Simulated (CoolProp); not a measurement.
Vapour-liquid equilibrium of dimethyl carbonate (1) + n-octane (2) at 202.55 °C; x and y are mole fractions of (1).

Values from CoolProp's multi-fluid Helmholtz-energy mixture model, Zhou 2011 and Beckmüller 2019; pair parameters Bell 2016.

```
x     bubble pressure, mixture model (MPa)  bubble pressure, Raoult's law (MPa)  y, mixture model  y, Raoult's law
----  ------------------------------------  -----------------------------------  ----------------  ---------------
0.05                                0.6777                               0.6198             0.160            0.114
0.2                                 0.9286                               0.7442             0.433            0.378
0.35                                 1.112                               0.8687             0.575            0.567
0.5                                  1.244                               0.9931             0.670            0.709
0.65                                 1.337                                1.118             0.750            0.819
0.8                                  1.398                                1.242             0.834            0.907
0.95                                 1.417                                1.366             0.948            0.979
```

The largest gap from Raoult's law is +28.0 % in bubble pressure, at x = 0.35. y crosses x between x = 0.8 and 0.95: the model has an azeotrope there.

The pair parameters rest on a limited set of measurements; away from them the model extrapolates.
